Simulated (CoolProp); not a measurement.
c-C4F8 (RC318) at 304.2 K and 0.28 MPa flows at 0.054 m/s in a round tube of 4.6 mm bore and 0.25 µm roughness, fully developed (64/Re and Nu = 3.66 if laminar; Colebrook and Gnielinski if turbulent). Each further row changes one setting.

Computed with CoolProp (reference Helmholtz-energy equation of state, Platzer 1990). This equation is an older, rougher fit.

```
case                Reynolds number  Darcy friction factor  pressure drop (Pa/m)  heat-transfer coefficient (W/(m² K))  mass flow (kg/h)
------------------  ---------------  ---------------------  --------------------  ------------------------------------  ----------------
as stated                       531             (withheld)                 0.922                                  9.92        (withheld)
velocity 0.108 m/s             1060                 0.0603                  1.84                                  9.92        (withheld)
diameter 9.2 mm                1060                 0.0603            (withheld)                                  4.96             0.312
```

Fill in the missing entries.


- as stated, Darcy friction factor: 0.121
- as stated, mass flow (kg/h): 0.0780
- velocity 0.108 m/s, mass flow (kg/h): 0.156
- diameter 9.2 mm, pressure drop (Pa/m): 0.231

Viscosity comes from a separate model (Huber 2003), an estimate that may be off by 10 % or more. Thermal conductivity comes from a separate model (Huber 2003), an estimate that may be off by 10 % or more.
